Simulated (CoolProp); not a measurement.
Vapour-liquid equilibrium of ethylbenzene (1) + o-xylene (2) at 332.3 K; x and y are mole fractions of (1).

Model: multi-fluid Helmholtz-energy mixture model, Zhou 2012 and Zhou 2012; pair parameters Bell 2016, in CoolProp.

```
x     bubble pressure (MPa)  y at the bubble point  dew pressure at overall composition x (MPa)  liquid density (mol/L)
----  ---------------------  ---------------------  -------------------------------------------  ----------------------
0.05               0.005345                  0.067                                     0.005319                   7.969
0.15               0.005547                  0.196                                          [?]                   7.952
0.25               0.005754                  0.317                                     0.005636                   7.937
0.35                    [?]                  0.429                                     0.005814                   7.921
0.45               0.006167                  0.532                                     0.006003                     [?]
0.55               0.006365                  0.627                                     0.006204                   7.893
0.65               0.006554                  0.716                                     0.006413                   7.879
0.75               0.006733                  0.800                                     0.006627                   7.867
0.85               0.006900                    [?]                                     0.006838                   7.855
0.95               0.007055                  0.960                                     0.007036                   7.845
```

Question: Some entries are withheld; supply them.

Answer: 
- 0.15, dew pressure at overall composition x (MPa): 0.005472
- 0.35, bubble pressure (MPa): 0.005962
- 0.45, liquid density (mol/L): 7.907
- 0.85, y at the bubble point: 0.881

No azeotrope shows between x = 0.05 and 0.95.

The pair parameters rest on a limited set of measurements; away from them the model extrapolates.
